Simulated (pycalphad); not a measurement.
An equivalent pycalphad script:

```python
from pycalphad import Database, equilibrium, calculate, variables as v
import numpy as np
db = Database('COST507.tdb')
comps = ['AL', 'SI', 'VA']
phases = ['DIAMOND_A4', 'FCC_A1', 'LIQUID']
eq = equilibrium(db, comps, phases, {v.X('SI'): 0.488, v.T: np.arange(2350, 499, -50), v.P: 101325, v.N: 1}, output=['HM', 'SM'])
```

All values are pycalphad results on the COST 507 light-alloy database (1999) (1 atm), not direct measurements. These are 1990s assessments: newer ones move some temperatures and phases. Phase fractions are per mole of atoms.

Results at three of the temperatures:

```
T = 1750.00 K, P = 101325 Pa, N = 1 mol of atoms
G = -103428 J/mol, H = 68111 J/mol, S = 98.02 J/(mol K)  (SER reference)
chemical potentials (J/mol): Al -118391, Si -87728
phase             fraction      x(Al)      x(Si)
LIQUID              1.0000     0.5120     0.4880
```

```
T = 650.00 K, P = 101325 Pa, N = 1 mol of atoms
G = -19083 J/mol, H = 8762 J/mol, S = 42.84 J/(mol K)  (SER reference)
chemical potentials (J/mol): Al -22386, Si -15618
phase             fraction      x(Al)      x(Si)
FCC_A1              0.5130     0.9981     0.0019
DIAMOND_A4          0.4870   6.54e-09     1.0000
```

```
T = 500.00 K, P = 101325 Pa, N = 1 mol of atoms
G = -13157 J/mol, H = 4829 J/mol, S = 35.97 J/(mol K)  (SER reference)
chemical potentials (J/mol): Al -15579, Si -10615
phase             fraction      x(Al)      x(Si)
FCC_A1              0.5121     0.9999   0.000131
DIAMOND_A4          0.4879   1.22e-11     1.0000
```

Changes of the phase set, refined by bisection:

```tsv
T (K)	phases above	phases below
1323.1	liquid	diamond (Si) + liquid
850.1	diamond (Si) + liquid	diamond (Si) + fcc
```

FCC_A1 is fcc; DIAMOND_A4 is diamond (Si).
